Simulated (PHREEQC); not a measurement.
Make-up at 51 °C: 0.25 mol CaCl2, 0.00014 mol Na2SO4 and 0.017 mol KBr per kg of water. Closed to the air; pH follows from the charge balance.

Equilibrium calculation in PHREEQC: ion-association model, phreeqc.dat.

Problem. The ionic strength comes out as 0.767 mol/kgw. What activity coefficients do KSO4-, Na+, Ca+2, Cl-, SO4-2 get?

Solution. KSO4- 0.66, Na+ 0.71, Ca+2 0.23, Cl- 0.61, SO4-2 0.16.

This is a speciation only: nothing precipitates in the calculation. Caution: at this ionic strength the ion-association model is outside its range; a Pitzer model would be the better tool where its parameters exist. Complexes and solids missing from the database can't appear. Constants without temperature data keep their 25 °C values here.
